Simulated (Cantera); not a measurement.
A Cantera script and what it prints.

```python
import numpy as np
import cantera as ct

gas_names = """
    H HNO HNO2 HNO3 HO2 H2 H2O H2O2 N NH NH2 NH3 NH2OH NO NO2 NO3 N2 N2H2 N2H4 N2O O OH O2 O3 Si SiH
    SiH2 SiH3 SiH4 SiN SiO SiO2 Si2 Si2N Si3
""".split()
cond_names = """
    H2O(s) H2O(L) Si(cr) Si(L) SiO2(Lqz) SiO2(hqz) SiO2(L) Si2N2O(s) Si3N4(a)
""".split()


# ... load() reads the species with a 1 bar reference pressure and builds the phases ...
atoms = {
    'Si': {'Si': 1},
    'H2O': {'H': 2, 'O': 1},
    'N2': {'N': 2},
}
top_T = {'Si2N2O(s)': 2100, 'Si3N4(a)': 2400}  # K; cautious upper limits of use, not melting points


# ... equilibrate(T, P, feed) seeds the gas with the atoms and calls Mixture.equilibrate('TP', solver="vcs", rtol=1e-11, max_steps=5000) ...
results = []
feed = {'Si': 1, 'H2O': 0.0028, 'N2': 16}  # mol
P = 470  # Pa
for T in [998, 1098, 1198, 1298, 1398, 1498, 1598, 1698, 1798, 1898, 1998, 2098, 2198]:
    mix = equilibrate(T, P, feed)
    results.append((T, P, feed, dict(zip(mix.species_names, mix.species_moles))))

top = {s: max(r[3][s] / sum(r[3][g] for g in gas_names) for r in results) for s in gas_names}
cols = sorted((s for s in top if top[s] > 0.001), key=lambda s: -top[s])[:6]
seen = [c for c in cond_names if any(r[3].get(c, 0) > 1e-12 for r in results)]
print("log10 of partial pressures in bar; condensed amounts in mol")
print(f"{'T/K':>10s}" + "".join(f"{s[:9]:>10s}" for s in cols + seen))
for T, P, feed, n in results:
    ng = sum(n[g] for g in gas_names)
    print(f"{T:10.4g}" + "".join(f"{np.log10(max(n[s] / ng * P / 1e5, 1e-99)):10.3f}" for s in cols)
          + "".join(f"{n.get(c, 0):10.4g}" for c in seen))
```

It prints:

```
log10 of partial pressures in bar; condensed amounts in mol
       T/K        N2        Si     Si(L) Si2N2O(s)  Si3N4(a)
       998    -2.328   -21.463         0    0.0028    0.3315
      1098    -2.328   -18.146         0    0.0028    0.3315
      1198    -2.328   -15.386         0    0.0028    0.3315
      1298    -2.328   -13.056         0    0.0028    0.3315
      1398    -2.328   -11.064         0  0.002779    0.3315
      1498    -2.328    -9.341         0  0.002226    0.3317
      1598    -2.328    -7.837         0         0    0.3324
      1698    -2.328    -6.512         0         0     0.332
      1798    -2.328    -5.511    0.9852         0         0
      1898    -2.329    -4.911    0.9506         0         0
      1998    -2.332    -4.371    0.8375         0         0
      2098    -2.341    -3.884    0.5017         0         0
      2198    -2.354    -3.583         0         0         0
```

Cantera equilibrium calculation (NASA polynomials, part measured and part estimated; ideal gas, pure solids and liquids). N2 is the only nitrogen source here; it is nearly inert below about 1500 K, so the nitride shown seldom forms there in practice. Mutual solubility and eutectic melting of coexisting phases are not modelled. The tables' values for SiN are old estimates; treat these amounts as uncertain.
